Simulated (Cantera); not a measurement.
Mixture: CO : H2 : O2 : N2 : H2O = 1 : 0.051 : 0.542 : 2.04 : 0.99 (molar parts), equivalence ratio 0.97, at 1.00 bar, adiabatic and at constant pressure. Ignition delay is the time to a rise of 400 K.

Computed with Cantera and GRI-Mech 3.0 (53 species, 325 reactions). Where the delays flatten at high temperature, the 400 K rule measures the pace of heat release, not the induction time.

Task: What does this change do: CO 1 to 0.61 parts?

Result: 
| quantity | before | after |
|---|---|---|
| delay at 1098 K | 0.789 ms | 0.985 ms |
| delay at 1148 K | 0.373 ms | 0.427 ms |
| delay at 1198 K | 0.232 ms | 0.259 ms |
| delay at 1248 K | 0.165 ms | 0.184 ms |
| delay at 1298 K | 0.128 ms | 0.143 ms |
| delay at 1348 K | 0.104 ms | 0.117 ms |
| apparent activation energy between 1248 and 1348 K | 64 kJ/mol | 63 kJ/mol |
